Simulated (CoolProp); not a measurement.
Properties of R1233zd(E) along the isotherm 450 K (Tc = 438.9 K, pc = 35.83 bar, ω = 0.304).

The numbers come from the reference Helmholtz-energy equation of state, Akasaka 2022 in CoolProp.

```tsv
p (bar)	phase	density (kg/m³)	cp (kJ/(kg K))	cv (kJ/(kg K))	expansivity (1/kK)
4.89	gas	17.87	1.001	0.9214	2.609
9.77	gas	37.62	1.032	0.9298	3.109
14.7	gas	60.07	1.073	0.9399	3.793
19.5	gas	85.21	1.130	0.9516	4.738
24.4	gas	115.7	1.220	0.9663	6.217
29.3	gas	153.8	1.375	0.9852	8.792
34.2	gas	206.7	1.712	1.011	14.42
39.1	supercritical	301.2	2.966	1.050	35.56
44	supercritical	554.5	4.537	1.063	57.49
48.9	supercritical	667.7	2.535	1.035	21.05
53.7	supercritical	716.0	2.096	1.022	13.65
```

The peak of cp marks the crossing from liquid-like to gas-like fluid above the critical point.
